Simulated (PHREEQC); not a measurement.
A solution holds 0.037 mol HF, 4.7e-05 mol H2SiF6, 0.29 mol H3PO4 and 0.012 mol H2SO4 per kg of water, at 25 °C. Closed to the air; pH follows from the charge balance.

All values are PHREEQC results (ion-association model, phreeqc.dat), not measurements.

### Question
The ionic strength comes out as 0.0619 mol/kgw. What activity coefficients do H+, SiF6-2, H2PO4-, SO4-2, HF2- get?

### Answer
H+ 0.85, SiF6-2 0.44, H2PO4- 0.82, SO4-2 0.43, HF2- 0.81.

This is a speciation only: nothing precipitates in the calculation. SiF6-2 is the database's only silicon fluoride.
